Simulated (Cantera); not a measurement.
An adiabatic, constant-pressure homogeneous reactor starts with 20.1 % CO, 1.15 % H2, 1.49 % CH4, 16.2 % O2, 61.0 % N2, at 1175 K and 1.58 atm.

Model: GRI-Mech 3.0 (53 species, 325 reactions), integrated in Cantera.

Task: Predict: time of steepest temperature rise; temperature at 3.00 s; equilibrium temperature; x(CO) at 3.00 s; x(H2) at 3.00 s; x(H) at 3.00 s; x(H2O2) at 3.00 s.

Result: 
```
Item                                                                 Value
---------------------------------  ---------------------------------------
time of steepest temperature rise                                 0.309 ms
temperature at 3.00 s                                               2631 K
equilibrium temperature                                             2631 K
x(CO) at 3.00 s                      0.0499 (gas-phase equilibrium 0.0499)
x(H2) at 3.00 s                    0.00159 (gas-phase equilibrium 0.00159)
x(H) at 3.00 s                     0.00138 (gas-phase equilibrium 0.00138)
x(H2O2) at 3.00 s                  9.40e-8 (gas-phase equilibrium 9.40e-8)
```
